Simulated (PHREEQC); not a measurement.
A solution holds 0.076 mol CuSO4, 0.00035 mol HNO3 and 8.4e-05 mol Na2SO4 per kg of water, at 77 °C. Closed to the air; pH follows from the charge balance.

The numbers come from PHREEQC with the ion-association model, wateq4f.dat.

| quantity | before | after |
|---|---|---|
| pH | 3.99 | 4.02 |
| ionic strength (mol/kgw) | 0.157 | 0.158 |
| Cu+2 (mol/kgw) | 0.0390 | 0.0393 |
| SO4-2 (mol/kgw) | 0.0388 | 0.0392 |
| CuSO4 (mol/kgw) | 0.0367 | 0.0366 |
| HSO4- (mol/kgw) | 0.000575 | 0.000310 |
| SI of Tenorite (CuO) | +0.11 | -0.45 |
| SI of Cu(OH)2 (Cu(OH)2) | -0.91 | -1.47 |

**Question.** Which change was made?
A) Na2SO4 replaced by Na2SiO3 at the same molality
B) diluted 10-fold with water
C) temperature from 77 to 55 °C
D) Na2SO4 replaced by Na2B4O7 at the same molality
E) diluted 100-fold with water

**Answer.** C, temperature from 77 to 55 °C

Precipitation was switched off in this run. Some of these states are supersaturated (in Tenorite (slow to form), for instance). At this temperature some constants are extrapolated from 25 °C, and those without enthalpy data are left unchanged.
